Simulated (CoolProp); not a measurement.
Saturation properties of ethylene.

Model: reference Helmholtz-energy equation of state, Smukala 2000, in CoolProp.

| T (°C) | p (MPa) | liquid density (kg/m³) | vapour density (kg/m³) | liquid cp (kJ/(kg K)) | surface tension (mN/m) |
|---|---|---|---|---|---|
| -125.95 | 0.02194 | 598.4 | 0.5084 | 2.404 | 20.1 |
| -110.55 | 0.06671 | 577.2 | 1.419 | 2.409 | 17.5 |
| -95.15 | 0.1638 | 555.2 | 3.258 | 2.436 | 14.9 |
| -79.75 | 0.3441 | 531.8 | 6.515 | 2.493 | 12.3 |
| -64.35 | 0.6429 | 506.6 | 11.82 | 2.591 | 9.89 |
| -48.95 | 1.099 | 478.8 | 20.06 | 2.753 | 7.51 |
| -33.55 | 1.753 | 447.0 | 32.66 | 3.033 | 5.24 |
| -18.15 | 2.651 | 408.5 | 52.51 | 3.604 | 3.11 |

It boils at -103.8 °C under 1 atm.

Surface tension comes from a separate correlation (Mulero 2012).
